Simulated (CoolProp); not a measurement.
Properties of octamethylcyclotetrasiloxane (D4) at several states.

Computed with CoolProp (reference Helmholtz-energy equation of state, Thol 2015).

| T (°C) | p (bar) | phase | Z | cp (kJ/(kg K)) | cv (kJ/(kg K)) | expansivity (1/kK) |
|---|---|---|---|---|---|---|
| 229.15 | 0.121 | gas | 0.9943 | 1.804 | 1.775 | 2.033 |
| 325.75 | 32.6 | supercritical | 0.3633 | 2.387 | 2.031 | 4.618 |
| 145.05 | 9.56 | liquid | 0.1006 | 1.916 | 1.640 | 1.570 |
| 216.25 | 8.21 | liquid | 0.08437 | 2.099 | 1.809 | 2.267 |
